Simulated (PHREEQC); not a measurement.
Make-up at 25 °C: 0.16 mol/kgw HBr, 0.00029 mol/kgw FeCl3 and 0.076 mol/kgw MgCl2. Closed to the air; pH follows from the charge balance.

All values are PHREEQC results (ion-association model, phreeqc.dat), not measurements.

**Question.** The ionic strength comes out as 0.389 mol/kgw. What activity coefficients do FeCl2+, H+, FeOH+2, Cl-, Mg+2 get?

**Answer.** FeCl2+ 0.70, H+ 0.77, FeOH+2 0.23, Cl- 0.67, Mg+2 0.30.

This is a speciation only: nothing precipitates in the calculation. Complexes and solids missing from the database can't appear.
